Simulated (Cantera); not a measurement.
Input: 1 mol Cr2O3, 1700 mol H2, 0.063 mol H2O, at 1825 K and 0.640 bar.

These are equilibrium values from Cantera (NASA tables, ideal gas, pure condensed phases), not measurements of a reactor. Candidate condensed phases: Cr, Cr2O3, H2O; 13 gas species. Kinetics and transport are ignored.

Task: What is the equilibrium state?

Result: x(H2): 0.997
x(H2O): 0.00180
x(H): 0.000550
x(Cr): 0.000205
n(Cr(s)): 1.65 mol
gas amount: 1701 mol
